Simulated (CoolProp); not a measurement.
A simple Rankine cycle with vinyl chloride: condensing at 328.15 K, boiler at 3.87 MPa, turbine inlet 429 K, turbine efficiency 0.85, pump efficiency 0.8, no recuperator. Each further row changes one setting.

Computed with CoolProp (reference Helmholtz-energy equation of state, Thol 2022).

| case | thermal efficiency (%) | net work (kJ/kg) | heat in (kJ/kg) | turbine exit temperature (K) | volume ratio over the turbine |
|---|---|---|---|---|---|
| as stated | 13.1 | 46.3 | 354 | 341.9 | ___ |
| condensing temperature 320.15 K | 14.4 | ___ | 366 | 332.4 | 5.15 |
| boiler pressure 2.71 MPa | 10.8 | 40.5 | 376 | ___ | 2.91 |
| turbine efficiency 0.75 | 11.4 | 40.3 | 354 | 347.4 | 4.38 |

Q: Some entries are withheld; supply them.

A: 
- as stated, volume ratio over the turbine: 4.28
- condensing temperature 320.15 K, net work (kJ/kg): 52.7
- boiler pressure 2.71 MPa, turbine exit temperature (K): 368.1
